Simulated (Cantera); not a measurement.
An adiabatic, constant-pressure homogeneous reactor starts with C3H8 : O2 : N2 = 1 : 3.33 : 12.5 (molar parts), at 1075 K and 500000 Pa. Integrator tolerance rtol = 1e-08.

Detailed kinetics in Cantera: GRI-Mech 3.0 (53 species, 325 reactions). GRI-Mech 3.0 was tuned for natural gas; its chemistry of propane as a main component is partial and can be far from experiment.

| quantity | before | after |
|---|---|---|
| time of steepest temperature rise | 33.5 ms | 32.4 ms |
| temperature at 0.900 s | 2561 K | 2905 K |
| equilibrium temperature | 2561 K | 2905 K |
| x(C3H8) at 0.900 s | <1e-12 (gas-phase equilibrium <1e-12) | <1e-12 (gas-phase equilibrium <1e-12) |
| x(O2) at 0.900 s | 7.34e-5 (gas-phase equilibrium 7.34e-5) | 0.000390 (gas-phase equilibrium 0.000390) |
| x(NO) at 0.900 s | 0.000431 (gas-phase equilibrium 0.000431) | 0.00164 (gas-phase equilibrium 0.00164) |
| x(OH) at 0.900 s | 0.00190 (gas-phase equilibrium 0.00190) | 0.00529 (gas-phase equilibrium 0.00529) |
| x(CO2) at 0.900 s | 0.0421 (gas-phase equilibrium 0.0421) | 0.0384 (gas-phase equilibrium 0.0384) |
| x(CH4) at 0.900 s | 1.02e-11 (gas-phase equilibrium 1.15e-11) | 3.03e-11 (gas-phase equilibrium 3.45e-11) |
| x(CH2O) at 0.900 s | 1.32e-8 (gas-phase equilibrium 1.32e-8) | 4.19e-8 (gas-phase equilibrium 4.19e-8) |

Task: Name the change that produced these shifts.
(A) constant volume in place of constant pressure
(B) initial temperature 1075 to 1398 K
(C) initial temperature 1075 to 1650 K
(D) pressure from 500000 Pa to 640000 Pa

Result: A, constant volume in place of constant pressure
